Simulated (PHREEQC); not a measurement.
Synthetic water in mg/kgw, 25 °C, pH 6.92, pe 0.6:

```json
[
 {"constituent": "Na", "mg/kgw": "7.36"},
 {"constituent": "K", "mg/kgw": "0.00151"},
 {"constituent": "Ca", "mg/kgw": "14.7"},
 {"constituent": "Mg", "mg/kgw": "2.97"},
 {"constituent": "Cl", "mg/kgw": "20.1"},
 {"constituent": "S(6) as SO4", "mg/kgw": "2.52"},
 {"constituent": "Alkalinity as HCO3", "mg/kgw": "42.9"},
 {"constituent": "Si as SiO2", "mg/kgw": "0.377"},
 {"constituent": "Li", "mg/kgw": "0.00145"},
 {"constituent": "B", "mg/kgw": "0.113"}
]
```

Valence states are taken as typed.

Model: ion-association model, wateq4f.dat, run in PHREEQC.

Problem. The ionic strength comes out as 0.00181 mol/kgw. What activity coefficients do Mg+2, SO4-2, CaHCO3+, Cl-, Ca+2 get?

Solution. Mg+2 0.83, SO4-2 0.83, CaHCO3+ 0.95, Cl- 0.95, Ca+2 0.83.

This is a speciation only: nothing precipitates in the calculation.
